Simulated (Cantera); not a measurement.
**CH3F + H2 (fluorocarbon and chlorocarbon gases)**

Charge: 1 mol CH3F, 0.27 mol H2, equilibrated at 0.480 Torr.

These are equilibrium values from Cantera (NASA tables, ideal gas, pure condensed phases), not measurements of a reactor. Candidate condensed phases: C, C6H6, C7H8, C8H18; 95 gas species. Equilibrium is a limit: real reactors are often held back by kinetics, nucleation or transport.

| T (°C) | log p H2 | log p HF | log p H | log p C2H2 (acetylene) | log p F | log p CH4 | n C(graphite) |
|---|---|---|---|---|---|---|---|
| 602 | -3.45 | -3.55 | -12.02 | -14.07 | <-15 | -7.25 | 1.000 |
| 802 | -3.45 | -3.55 | -9.56 | -11.57 | <-15 | -8.24 | 1.000 |
| 1002 | -3.45 | -3.55 | -7.86 | -9.86 | -13.35 | -8.93 | 1.000 |
| 1202 | -3.45 | -3.55 | -6.61 | -8.62 | -11.35 | -9.43 | 1.000 |
| 1402 | -3.45 | -3.55 | -5.66 | -7.68 | -9.83 | -9.82 | 1.000 |
| 1602 | -3.46 | -3.55 | -4.91 | -6.96 | -8.63 | -10.13 | 0.999 |
| 1802 | -3.49 | -3.57 | -4.32 | -6.40 | -7.65 | -10.44 | 0.997 |
| 2002 | -3.60 | -3.60 | -3.87 | -6.02 | -6.83 | -10.85 | 0.992 |
log p: log10 of the partial pressure in bar; n: condensed amount in mol.

From 602 °C to 2002 °C the condensed part is C(graphite). The main C-bearing gas is CH4 at 602 °C and C2H2 (acetylene) at 2002 °C.
